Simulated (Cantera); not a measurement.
A perfectly stirred reactor is fed with H2 : O2 = 0.27 : 1 (molar parts), at 0.0132 atm; it is held at 1200 K, and followed from long to short residence time.

Computed with Cantera and the H2/O2 subset of GRI-Mech 3.0, which has no nitrogen chemistry. Radical loss at walls, strong at low pressure, is not modelled. The temperature is held fixed by assumption; the heat of reaction is taken as removed at once.

### Question
What does this change do: H2 0.27 to 0.51 parts?

### Answer
```
quantity                  before     after
----------------------  --------  --------
x(H2) at τ = 16.0 s     0.000122  0.000214
x(O2) at τ = 16.0 s        0.761     0.593
x(H2O2) at τ = 16.0 s    1.49e-7   2.56e-7
x(H) at τ = 16.0 s       3.62e-5   5.09e-5
x(O) at τ = 16.0 s      0.000466  0.000413
x(H2) at τ = 0.310 s     0.00153   0.00278
x(O2) at τ = 0.310 s       0.755     0.587
x(H2O2) at τ = 0.310 s   3.97e-7   7.07e-7
x(H) at τ = 0.310 s      0.00183   0.00262
x(O) at τ = 0.310 s      0.00629   0.00566
```
